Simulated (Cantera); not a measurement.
## Premixed flame

A freely propagating, adiabatic, planar premixed flame of CH4 : H2 : O2 : N2 : H2O = 1 : 0.53 : 1.74 : 6.55 : 1.1 (molar parts), unburnt at 498 K and 1.00 atm; mixture-averaged transport, grid criteria slope 0.08 and curve 0.16, no radiation.

Detailed kinetics in Cantera: GRI-Mech 3.0 (53 species, 325 reactions). Burning velocities carry a grid error of a few per cent, more on coarse grids.

| z (mm) | T (K) | u (m/s) | x CH4 | x H2 | x O2 | x H2O | x C2H | x HCO |
|---|---|---|---|---|---|---|---|---|
| -1.54 | 499 | 0.584 | 0.0915 | 0.0489 | 0.159 | 0.101 | <1e-8 | <1e-8 |
| -1.03 | 503 | 0.590 | 0.0912 | 0.0495 | 0.159 | 0.101 | <1e-8 | <1e-8 |
| -0.770 | 520 | 0.610 | 0.0903 | 0.0502 | 0.158 | 0.103 | <1e-8 | <1e-8 |
| -0.513 | 621 | 0.731 | 0.0847 | 0.0517 | 0.152 | 0.115 | <1e-8 | <1e-8 |
| -0.257 | 1058 | 1.26 | 0.0582 | 0.0541 | 0.116 | 0.163 | <1e-8 | 5.30e-7 |
| -0.128 | 1432 | 1.72 | 0.0323 | 0.0554 | 0.0768 | 0.205 | <1e-8 | 7.63e-6 |
| 0 | 1761 | 2.13 | 0.00889 | 0.0546 | 0.0346 | 0.245 | 2.87e-7 | 2.07e-5 |
| 0.128 | 1908 | 2.31 | 0.00109 | 0.0513 | 0.0111 | 0.263 | 5.07e-7 | 1.03e-5 |
| 0.257 | 1949 | 2.36 | 9.76e-5 | 0.0497 | 0.00356 | 0.268 | 1.45e-7 | 1.66e-6 |
| 0.513 | 1974 | 2.38 | 1.30e-6 | 0.0502 | 0.000967 | 0.268 | <1e-8 | 1.18e-7 |
| 1.03 | 1997 | 2.40 | <1e-8 | 0.0510 | 0.000495 | 0.268 | <1e-8 | 6.98e-8 |
| 2.05 | 2021 | 2.43 | <1e-8 | 0.0511 | 0.000249 | 0.270 | <1e-8 | 4.81e-8 |
| 4.11 | 2039 | 2.45 | <1e-8 | 0.0512 | 9.73e-5 | 0.272 | <1e-8 | 2.96e-8 |
x: mole fraction of selected species; z is measured from the peak of heat release.

```
Quantity                     Result
------------------------  ---------
laminar burning velocity  58.3 cm/s
thermal thickness          0.513 mm
peak x(C2H)                 5.65e-7
peak x(HCO)                 2.09e-5
grid points                     145
```
